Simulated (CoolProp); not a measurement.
Vapour-liquid equilibrium of propylene (1) + R142b (2) at 0.568 MPa; x and y are mole fractions of (1).

Model: multi-fluid Helmholtz-energy mixture model, Lemmon 2013 and Lemmon 2006; pair parameters Bell 2016, in CoolProp.

```tsv
x	bubble temperature, mixture model (°C)	bubble temperature, Raoult's law (°C)	y, mixture model	y, Raoult's law
0.05	?	39.3	0.134	0.143
0.2	28.4	29.5	0.442	0.454
0.35	19.9	21.6	?	0.653
0.5	13.3	15.0	0.764	0.784
0.65	8.2	9.4	0.852	0.875
0.8	3.9	4.5	?	0.940
0.95	0.2	0.3	?	0.987
```

Complete the blanks.


- 0.05, bubble temperature, mixture model (°C): 39.1
- 0.35, y, mixture model: 0.637
- 0.8, y, mixture model: 0.920
- 0.95, y, mixture model: 0.980

The largest gap from Raoult's law is -1.7 K in bubble temperature, at x = 0.35. No azeotrope shows between x = 0.05 and 0.95.

The pair parameters rest on a limited set of measurements; away from them the model extrapolates.
